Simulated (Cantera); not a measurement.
# Thermodynamics of fluorocarbon and chlorocarbon gases, feed CH₂F₂ + CH₄

Feed: 1 mol CH₂F₂, a varied amount of CH₄, at 2775 K and 0.615 Torr.

These are equilibrium values from Cantera (NASA tables, ideal gas, pure condensed phases), not measurements of a reactor. Candidate condensed phases: C, C₆H₆, C₇H₈, C₈H₁₈; 95 gas species. Equilibrium is a limit: real reactors are often held back by kinetics, nucleation or transport.

```
n(CH₄) (mol)  log p HF  log p H  log p F  log p H₂  log p C₃  log p CF  log p C  n C(graphite)
------------  --------  -------  -------  --------  --------  --------  -------  -------------
0.031            -3.26    -3.88    -4.03     -5.50     -4.64     -5.19    -5.30          0.761
0.12             -3.28    -3.72    -4.22     -5.18     -4.64     -5.37    -5.30          0.827
0.21             -3.32    -3.61    -4.36     -4.96     -4.64     -5.52    -5.30          0.887
0.31             -3.36    -3.53    -4.48     -4.80     -4.64     -5.64    -5.30          0.950
0.4              -3.39    -3.48    -4.57     -4.70     -4.64     -5.72    -5.30           1.00
0.49             -3.43    -3.44    -4.64     -4.62     -4.64     -5.80    -5.30           1.06
0.58             -3.46    -3.41    -4.70     -4.56     -4.64     -5.86    -5.30           1.11
0.67             -3.49    -3.38    -4.76     -4.52     -4.64     -5.91    -5.30           1.17
0.76             -3.52    -3.36    -4.81     -4.48     -4.64     -5.96    -5.30           1.22
0.85             -3.54    -3.35    -4.85     -4.44     -4.64     -6.01    -5.30           1.27
```
log p: log10 of the partial pressure in bar; n: condensed amount in mol.

From 0.031 mol CH₄ to 0.85 mol CH₄ the condensed part is C(graphite). The main C-bearing gas is C₃ throughout.
